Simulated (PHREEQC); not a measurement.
Make-up at 50 °C: 2.3 mol/kgw KOH, 0.042 mol/kgw K2SO4 and 3 mol/kgw NaCl. Closed to the air; pH follows from the charge balance.

Equilibrium calculation in PHREEQC: Pitzer model, pitzer.dat.

Each row changes one thing in this solution. Precipitation was switched off in this run.

| case | pH | SI of Sylvite (KCl) | SI of Halite (NaCl) |
|---|---|---|---|
| as made | 13.69 | -0.58 | -0.96 |
| diluted 5-fold with water | … | -2.08 | -2.47 |
| K2SO4 replaced by KCl at the same molality | 13.69 | … | -0.95 |
| diluted 2-fold with water | 13.21 | … | … |
| temperature from 50 to 5 °C | 15.21 | … | -0.92 |

Question: Complete the blanks.

Answer: 
- diluted 5-fold with water, pH: 12.75
- K2SO4 replaced by KCl at the same molality, SI of Sylvite (KCl): -0.57
- diluted 2-fold with water, SI of Sylvite (KCl): -1.28
- diluted 2-fold with water, SI of Halite (NaCl): -1.67
- temperature from 50 to 5 °C, SI of Sylvite (KCl): -0.14

In brines, pH and single-ion activities rest on the MacInnes convention. At this temperature some constants are extrapolated from 25 °C, and those without enthalpy data are left unchanged.
